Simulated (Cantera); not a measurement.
Mixture: CH₄ : O₂ : N₂ = 1 : 1.82 : 6.84 (molar parts), equivalence ratio 1.1, at 760 Torr, adiabatic and at constant pressure. Ignition delay is the time to a rise of 400 K.

Model: GRI-Mech 3.0 (53 species, 325 reactions), integrated in Cantera.

At T0 = 1275 K, what is the delay, and which 5 reactions control it most (d ln τ / d ln k, from doubling and halving each rate constant)?

The delay is 17.0 ms.
| reaction | d ln τ / d ln k | faster rate |
|---|---|---|
| 2 CH3 (+M) <=> C2H6 (+M) | 0.55 | lengthens it |
| CH3 + O2 <=> CH3O + O | -0.39 | shortens it |
| CH3 + O2 <=> CH2O + OH | -0.36 | shortens it |
| H + O2 <=> O + OH | -0.28 | shortens it |
| CH2O + O2 <=> HCO + HO2 | -0.26 | shortens it |
